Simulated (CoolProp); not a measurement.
The fluid at 637.55 K and 1.17 MPa flows at 1.8 m/s in a round tube of 25 mm bore and 1.5 µm roughness, fully developed (64/Re and Nu = 3.66 if laminar; Colebrook and Gnielinski if turbulent). The same conditions are run with several fluids, on thermodynamics alone (safety and materials aside).

Computed with CoolProp (reference Helmholtz-energy equation of state of each fluid (ammonia: Gao 2020; dry air: Lemmon 2000; oxygen: Schmidt 1985; water: Wagner 2002; nitrogen: Span 2000)). Blends and air are pseudo-pure fits.

| fluid | Reynolds number | Darcy friction factor | pressure drop (Pa/m) | heat-transfer coefficient (W/(m² K)) | mass flow (kg/h) |
|---|---|---|---|---|---|
| ammonia | [?] | 0.0336 | 8.24 | 73.7 | [?] |
| dry air | [?] | 0.0319 | 13.2 | [?] | 20.2 |
| oxygen | 8710 | 0.0321 | 14.7 | 53.8 | 22.4 |
| water | [?] | 0.0329 | 8.65 | 57.9 | 12.9 |
| nitrogen | 8970 | 0.0319 | [?] | 50.9 | 19.6 |

Q: Fill in the missing entries.

A: 
- ammonia, Reynolds number: 7360
- ammonia, mass flow (kg/h): 12.0
- dry air, Reynolds number: 8910
- dry air, heat-transfer coefficient (W/(m² K)): 51.7
- water, Reynolds number: 7950
- nitrogen, pressure drop (Pa/m): 12.7

Above 300 K oxygen's equation is extrapolated.

Transport values come from each fluid's own correlations.
